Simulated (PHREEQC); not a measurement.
Solution (25 °C): 0.21 mol/kgw Na2SO4, 0.011 mol/kgw H3BO3 and 0.99 mol/kgw LiCl. Closed to the air; pH follows from the charge balance.

All values are PHREEQC results (Pitzer model, pitzer.dat), not measurements.

- pH: 5.61
- ionic strength: 1.62 mol/kgw
- activity of water: 0.956
- density: 1.045 g/cm³
- osmotic coefficient: 0.961

| species | molality | activity | log γ |
|---|---|---|---|
| Cl- | 0.990 | 0.575 | -0.236 |
| Li+ | 0.990 | 0.944 | -0.021 |
| Na+ | 0.420 | 0.315 | -0.125 |
| SO4-2 | 0.210 | 0.0106 | -1.298 |
| B(OH)3 | 0.0110 | 0.0123 | 0.048 |
| B(OH)4- | 9.62e-6 | 2.73e-6 | -0.547 |
| HSO4- | 6.88e-6 | 2.50e-6 | -0.440 |
| H+ | 2.82e-6 | 2.48e-6 | -0.055 |
| B3O3(OH)4- | 7.01e-8 | 2.42e-8 | -0.462 |
| OH- | 1.06e-8 | 3.90e-9 | -0.436 |

This is a speciation only: nothing precipitates in the calculation. In brines, pH and single-ion activities rest on the MacInnes convention.
